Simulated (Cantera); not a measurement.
Mixture: CH4 : CO : O2 : N2 : H2 = 1 : 1.1 : 2.55 : 9.59 : 0.027 (molar parts), at 3700000 Pa, adiabatic and at constant pressure. Ignition delay is the time to a rise of 400 K.

Model: GRI-Mech 3.0 (53 species, 325 reactions), integrated in Cantera. The pressure lies above the range GRI-Mech 3.0 was tuned for (to about 10 atm).

Question: Predict: delay at 1123 K; delay at 1223 K; delay at 1323 K; delay at 1423 K; delay at 1523 K; delay at 1623 K; apparent activation energy between 1423 and 1623 K.

Answer: 
```json
{
  "delay at 1123 K": "5.45 ms",
  "delay at 1223 K": "1.32 ms",
  "delay at 1323 K": "0.386 ms",
  "delay at 1423 K": "0.131 ms",
  "delay at 1523 K": "49.9 µs",
  "delay at 1623 K": "21.1 µs",
  "apparent activation energy between 1423 and 1623 K": "180 kJ/mol"
}
```
